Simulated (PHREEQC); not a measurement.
A made-up water analysis in mmol/kgw, 20 °C, pH 5.77, pe 10.9:

```json
[
 {"constituent": "Na", "mmol/kgw": "0.000474"},
 {"constituent": "K", "mmol/kgw": "1.61e-05"},
 {"constituent": "Ca", "mmol/kgw": "0.000181"},
 {"constituent": "Mg", "mmol/kgw": "0.000152"},
 {"constituent": "Cl", "mmol/kgw": "0.000194"},
 {"constituent": "S(6)", "mmol/kgw": "4.75e-05"},
 {"constituent": "Alkalinity (meq/kgw)", "mmol/kgw": "0.000869"},
 {"constituent": "Ba", "mmol/kgw": "1.65e-05"}
]
```

Valence states are taken as typed.

Equilibrium calculation in PHREEQC: ion-association model, phreeqc.dat.

```json
{
  "ionic_strength": "3.27e-6 mol/kgw",
  "charge_balance_error": "0.5 %"
}
```

| species | molality | activity | log γ |
|---|---|---|---|
| CO2 | 1.05e-5 | 1.05e-5 | 0.000 |
| HCO3- | 2.57e-6 | 2.56e-6 | -0.001 |
| H+ | 1.70e-6 | 1.70e-6 | -0.001 |
| Na+ | 4.74e-7 | 4.73e-7 | -0.001 |
| Cl- | 1.94e-7 | 1.94e-7 | -0.001 |
| Ca+2 | 1.81e-7 | 1.80e-7 | -0.004 |
| Mg+2 | 1.52e-7 | 1.51e-7 | -0.004 |
| SO4-2 | 4.75e-8 | 4.71e-8 | -0.004 |
| Ba+2 | 1.65e-8 | 1.64e-8 | -0.004 |
| K+ | 1.61e-8 | 1.61e-8 | -0.001 |
| OH- | 4.04e-9 | 4.03e-9 | -0.001 |

No solid was allowed to form. Species that the database lacks are ignored.
